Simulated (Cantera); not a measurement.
CaCO3 + C + H2O (calcination and drying)

Feed: 1 mol CaCO3, 0.44 mol C, 0.65 mol H2O, at 1975 K and 280000 Pa.

These are equilibrium values from Cantera (NASA tables, ideal gas, pure condensed phases), not measurements of a reactor. Candidate condensed phases: C, C6H6, C7H8, C8H18, Ca, CaCO3, CaO, Ca(OH)2, H2O; 115 gas species. Equilibrium is a limit: real reactors are often held back by kinetics, nucleation or transport.

| Item | Result |
|---|---|
| x(CO) | 0.360 |
| x(CO2) | 0.329 |
| x(H2O) | 0.250 |
| x(H2) | 0.0609 |
| x(H) | 0.000202 |
| x(OH) | 7.89e-5 |
| x(Ca(OH)2) | 2.09e-5 |
| n(CaO(s)) | 1.000 mol |
| gas amount | 2.090 mol |
| log10 activity of C(graphite) (absent) | -4.50 |
| log10 activity of Ca(l) (absent) | -8.17 |
